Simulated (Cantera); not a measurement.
Charge: 1 mol C3H6, 0.012 mol NH3, 69 mol H2, equilibrated at 1400 K and 10.0 mbar.

Cantera equilibrium calculation (NASA polynomials, part measured and part estimated; ideal gas, pure solids and liquids). Candidate condensed phases: C, C6H6, C7H8, C8H18; 92 gas species. The numbers say what is thermodynamically allowed, not how fast it happens.

Base state: H2 1.000, N2 8.10e-5, H 4.86e-5, CH4 4.32e-5 (mole fractions); condensed: C(graphite).

**Question.** What changes in the equilibrium state with this change: NH3 from 0.012 to 1.3 mol?

**Answer.** 
```json
[
 {"species": "H2", "before": "1.000", "after": "0.991"},
 {"species": "N2", "before": "8.10e-5", "after": "0.00869"},
 {"species": "H", "before": "4.86e-5", "after": "4.84e-5"},
 {"species": "HCN", "before": "4.47e-6", "after": "4.61e-5"},
 {"species": "CH4", "before": "4.32e-5", "after": "4.24e-5"},
 {"species": "C(graphite), mol", "before": "3.00", "after": "2.99"}
]
```
